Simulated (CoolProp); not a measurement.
A single-stage vapour-compression cycle with R1233zd(E): evaporating at 310.15 K (dew point), condensing at 332.15 K (bubble point), superheat 8 K, subcooling 2 K, compressor efficiency 0.9, no pressure losses. Each further row changes one setting.

Model: reference Helmholtz-energy equation of state, Akasaka 2022, in CoolProp.

```tsv
case	cooling COP	pressure ratio	discharge temperature (K)	refrigerating effect (kJ/kg)	volumetric capacity (kJ/m³)
as stated	11.8	1.94	338.9	167	1720
evaporating temperature 315.15 K	15.8	1.65	339.1	170	2040
condensing temperature 327.15 K	15.6	1.68	334.3	173	1780
subcooling 7 K	12.2	1.94	338.9	173	1780
superheat 18 K	11.9	1.94	348.9	175	1740
compressor efficiency 0.8	10.5	1.94	340.9	167	1720
```
